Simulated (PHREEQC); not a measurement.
# Brine: an equilibrium model

Make-up at 93 °C: 45 mmol/kgw NaBr, 0.23 mmol/kgw MnCl2 and 49 mmol/kgw MgCl2. Closed to the air; pH follows from the charge balance.

The numbers come from PHREEQC with the ion-association model, phreeqc.dat.

No solid was allowed to form.

Q: Predict the pH, specific conductance, density.

A: pH 5.53; specific conductance 38400 µS/cm; density 0.971 g/cm³.

Q: In which forms is Mn present?

A: Mn+2 90 %, MnCl+ 9.9 % of the Mn.

Away from 25 °C the constants follow the database's enthalpies or fits; those with neither stay at their 25 °C values.
